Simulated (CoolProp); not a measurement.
Vapour pressure (MPa) of octamethyltrisiloxane (MDM): the reference equation beside estimates from Tc = 292.2 °C, pc = 1.438 MPa, ω = 0.528.

Model: reference Helmholtz-energy equation of state, Thol 2017, in CoolProp.

```csv
T (°C),reference,Redlich-Kwong,Soave-Redlich-Kwong,Peng-Robinson
-6.95,4.455e-5,0.001356,5.241e-5,6.324e-5
7.25,0.0001421,0.002899,0.0001593,0.0001856
21.55,0.0003970,0.005678,0.0004290,0.0004851
35.75,0.0009784,0.01024,0.001028,0.001134
49.95,0.002181,0.01732,0.002245,0.002424
64.25,0.004480,0.02782,0.004543,0.004820
78.45,0.008502,0.04248,0.008532,0.008919
92.65,0.01514,0.06233,0.01509,0.01558
106.85,0.02550,0.08836,0.02531,0.02586
121.15,0.04106,0.1218,0.04070,0.04123
135.35,0.06320,0.1633,0.06265,0.06302
149.55,0.09378,0.2140,0.09310,0.09313
163.85,0.1351,0.2754,0.1345,0.1339
178.05,0.1888,0.3475,0.1885,0.1871
```

Absolute difference from the reference over all 14 rows, mean and median: Redlich-Kwong 714.6 and 355.7 %, Soave-Redlich-Kwong 3.7 and 0.9 %, Peng-Robinson 10.1 and 3.9 %.
